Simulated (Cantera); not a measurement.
A Cantera script and its output.

```python
import numpy as np
import cantera as ct

gas = ct.Solution("gri30.yaml")
gas.TP = 300, 101325
flame = ct.CounterflowDiffusionFlame(gas, width=0.02)
flame.fuel_inlet.X, flame.fuel_inlet.T = {'CH3OH': 1}, 350
flame.oxidizer_inlet.X, flame.oxidizer_inlet.T = {'O2': 0.18, 'N2': 0.82}, 325
flame.set_refine_criteria(ratio=3, slope=0.12, curve=0.24, prune=0.03)
show = ['OH', 'H', 'NO', 'CO', 'C2H2']

rows = []
print(f"{'mdot':>8s}{'a_max':>10s}{'a_mean':>10s}{'Tmax/K':>9s}" + "".join(f"{s:>11s}" for s in show) + "   (peak mole fractions)")
for i, mdot in enumerate([0.25, 0.36, 0.51, 0.73, 1, 1.5, 2.1, 3, 4.3, 6.1]):  # kg/m2/s on the oxidiser side
    flame.oxidizer_inlet.mdot, flame.fuel_inlet.mdot = mdot, 0.87 * mdot
    flame.solve(loglevel=0, auto=(i == 0))
    if flame.T.max() < max(350, 325) + 100:
        print(f"{mdot:8.3g}  no burning solution found from the previous one")
        break
    dT = np.abs(np.gradient(flame.T, flame.grid))
    rows.append([flame.strain_rate("max"), flame.strain_rate("mean"), flame.T.max(),
                 *(flame.X[gas.species_index(s)].max() for s in show), max(dT[0], dT[-1]) / dT.max()])
    print(f"{mdot:8.3g}{rows[-1][0]:10.1f}{rows[-1][1]:10.1f}{rows[-1][2]:9.1f}" + "".join(f"{x:11.3e}" for x in rows[-1][3:-1]))
```

Output:

```
    mdot     a_max    a_mean   Tmax/K         OH          H         NO         CO       C2H2   (peak mole fractions)
    0.25     133.8      21.4   1905.7  6.144e-03  5.169e-03  3.140e-05  1.417e-01  8.309e-05
    0.36     184.5      30.7   1874.4  6.224e-03  5.772e-03  2.804e-05  1.400e-01  1.048e-04
    0.51     252.3      43.6   1841.3  6.216e-03  6.350e-03  2.520e-05  1.379e-01  1.287e-04
    0.73     349.3      62.3   1805.2  6.150e-03  6.923e-03  2.253e-05  1.354e-01  1.547e-04
       1     466.6      85.4   1774.9  6.069e-03  7.405e-03  2.041e-05  1.334e-01  1.773e-04
     1.5     680.3     128.1   1736.6  5.901e-03  7.983e-03  1.766e-05  1.309e-01  2.007e-04
     2.1     930.0     179.3   1700.8  5.636e-03  8.350e-03  1.503e-05  1.285e-01  2.076e-04
       3    1297.2     256.2   1660.5  5.206e-03  8.539e-03  1.203e-05  1.257e-01  1.951e-04
     4.3    1815.2     367.2   1620.0  4.702e-03  8.491e-03  8.979e-06  1.236e-01  1.603e-04
     6.1    2509.3     520.9   1576.8  4.000e-03  7.969e-03  5.951e-06  1.216e-01  1.029e-04
```

Cantera simulation using GRI-Mech 3.0 (53 species, 325 reactions); the numbers are that mechanism's predictions, not measurements. GRI-Mech 3.0 was tuned for natural gas; its chemistry of methanol as a main component is partial and can be far from experiment. GRI-Mech 3.0 has no aromatics or soot, which form on the fuel side of real flames. The maximum strain rate includes the flame's own expansion and is several times the mean.
